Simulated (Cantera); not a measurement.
An isothermal, constant-pressure homogeneous reactor starts with NH₃ : N₂ = 1 : 0.7 (molar parts), at 2225 K and 1050 Torr. Integrator tolerance rtol = 1e-08.

Detailed kinetics in Cantera: the gas-phase N/H chemistry of the illustrative SiF4/NH3 mechanism in the Surface Chemkin manual (1991). Walls and surfaces, which speed up NH3 decomposition in real reactors, are not modelled.

What does this change do: temperature 2225 to 1225 K?


| quantity | before | after |
|---|---|---|
| x(NH₃) at 1.00 s | 9.47e-6 (gas-phase equilibrium 5.50e-6) | 0.588 (gas-phase equilibrium 6.46e-5) |
| x(H) at 1.00 s | 0.00410 (gas-phase equilibrium 0.00410) | 2.38e-10 (gas-phase equilibrium 1.98e-7) |
| x(N₂) at 1.00 s | 0.444 (gas-phase equilibrium 0.444) | 0.412 (gas-phase equilibrium 0.444) |
| x(H₂) at 1.00 s | 0.552 (gas-phase equilibrium 0.552) | 9.49e-5 (gas-phase equilibrium 0.555) |
| x(NH₂) at 1.00 s | 2.19e-7 (gas-phase equilibrium 1.27e-7) | 2.01e-6 (gas-phase equilibrium 3.78e-11) |

What does this change do: pressure from 1050 Torr to 19.5 Torr?


```json
[
 {"quantity": "x(NH₃) at 1.00 s", "before": "9.47e-6 (gas-phase equilibrium 5.50e-6)", "after": "0.000163 (gas-phase equilibrium 9.61e-8)"},
 {"quantity": "x(H) at 1.00 s", "before": "0.00410 (gas-phase equilibrium 0.00410)", "after": "0.0100 (gas-phase equilibrium 0.0295)"},
 {"quantity": "x(N₂) at 1.00 s", "before": "0.444 (gas-phase equilibrium 0.444)", "after": "0.442 (gas-phase equilibrium 0.438)"},
 {"quantity": "x(H₂) at 1.00 s", "before": "0.552 (gas-phase equilibrium 0.552)", "after": "0.548 (gas-phase equilibrium 0.533)"},
 {"quantity": "x(NH₂) at 1.00 s", "before": "2.19e-7 (gas-phase equilibrium 1.27e-7)", "after": "9.26e-6 (gas-phase equilibrium 1.66e-8)"}
]
```
